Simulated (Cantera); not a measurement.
# Hydrocarbon pyrolysis for carbon deposition

An isothermal, constant-pressure homogeneous reactor starts with 4.17 % C2H6, 95.8 % N2, at 1873 K and 0.203 Torr.

Cantera simulation using GRI-Mech 3.0 (53 species, 325 reactions); the numbers are that mechanism's predictions, not measurements. GRI-Mech 3.0 stops at C3 and has no aromatics, soot or wall deposition, so with more carbon than oxygen in the feed, carbon stays in small species such as C2H2 where larger ones or solid carbon would form. Radical loss at walls, strong at low pressure, is not modelled.

```json
[
 {"t (s)": "0.000400", "x C2H6": "0.0391", "x C2H": "<1e-12", "x C2H4": "1.94e-6", "x CH3": "0.00479", "x CH4": "1.29e-5", "x C2H2": "5.29e-10"},
 {"t (s)": "0.00149", "x C2H6": "0.0329", "x C2H": "3.30e-12", "x C2H4": "0.000121", "x CH3": "0.0157", "x CH4": "0.000165", "x C2H2": "1.46e-7"},
 {"t (s)": "0.00552", "x C2H6": "0.0140", "x C2H": "2.98e-7", "x C2H4": "0.00540", "x CH3": "0.0349", "x CH4": "0.00161", "x C2H2": "0.000238"},
 {"t (s)": "0.0205", "x C2H6": "0.000123", "x C2H": "1.90e-5", "x C2H4": "0.0123", "x CH3": "0.0176", "x CH4": "0.00632", "x C2H2": "0.0138"},
 {"t (s)": "0.0761", "x C2H6": "1.18e-6", "x C2H": "1.18e-5", "x C2H4": "0.00267", "x CH3": "0.00351", "x CH4": "0.00607", "x C2H2": "0.0312"},
 {"t (s)": "0.283", "x C2H6": "2.35e-7", "x C2H": "6.44e-6", "x C2H4": "0.000286", "x CH3": "0.00127", "x CH4": "0.00440", "x C2H2": "0.0355"},
 {"t (s)": "1.05", "x C2H6": "5.69e-8", "x C2H": "4.27e-6", "x C2H4": "5.55e-5", "x CH3": "0.000565", "x CH4": "0.00295", "x C2H2": "0.0367"},
 {"t (s)": "3.90", "x C2H6": "1.40e-8", "x C2H": "3.83e-6", "x C2H4": "1.32e-5", "x CH3": "0.000273", "x CH4": "0.00160", "x C2H2": "0.0375"},
 {"t (s)": "14.5", "x C2H6": "1.76e-9", "x C2H": "5.03e-6", "x C2H4": "1.68e-6", "x CH3": "0.000101", "x CH4": "0.000454", "x C2H2": "0.0381"},
 {"t (s)": "53.8", "x C2H6": "2.88e-11", "x C2H": "8.73e-6", "x C2H4": "8.36e-8", "x CH3": "1.51e-5", "x CH4": "3.89e-5", "x C2H2": "0.0383"},
 {"t (s)": "200", "x C2H6": "<1e-12", "x C2H": "1.97e-5", "x C2H4": "2.81e-8", "x CH3": "1.09e-7", "x CH4": "1.25e-7", "x C2H2": "0.0383"}
]
```
x: mole fraction; the columns are a selection and need not sum to one.

Equilibrium at this temperature and pressure: C2H6 <1e-12, C2H 1.64e-5, C2H4 2.59e-9, CH3 5.07e-8, CH4 1.71e-8, C2H2 0.00942 (gas phase only).
